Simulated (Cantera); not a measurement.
Feed: 1 mol MgO, 0.31 mol H₂S, 5.9 mol O₂, at 380000 Pa.

These are equilibrium values from Cantera (NASA tables, ideal gas, pure condensed phases), not measurements of a reactor. Candidate condensed phases: H₂O, H₂SO₄, Mg, MgO, Mg(OH)₂, MgS, MgSO₄, S; 26 gas species. Mutual solubility and eutectic melting of coexisting phases are not modelled. The numbers say what is thermodynamically allowed, not how fast it happens.

Question: Which condensed phases are stable at each of these points (T (°C)): 952, 977, 1002, 1027, 1052, 1077, 1102?

Answer: 
| T (°C) | condensed phases | Mg condensed (%) |
|---|---|---|
| 952 | MgO(s) + MgSO₄(s) | 100.0 |
| 977 | MgO(s) + MgSO₄(s) | 100.0 |
| 1002 | MgO(s) + MgSO₄(s) | 100.0 |
| 1027 | MgO(s) + MgSO₄(s) | 100.0 |
| 1052 | MgO(s) + MgSO₄(s) | 100.0 |
| 1077 | MgO(s) + MgSO₄(s) | 100.0 |
| 1102 | MgO(s) | 100.0 |

From 952 °C to 1077 °C the condensed part is MgO(s) + MgSO₄(s). At 1102 °C the condensed part is MgO(s).
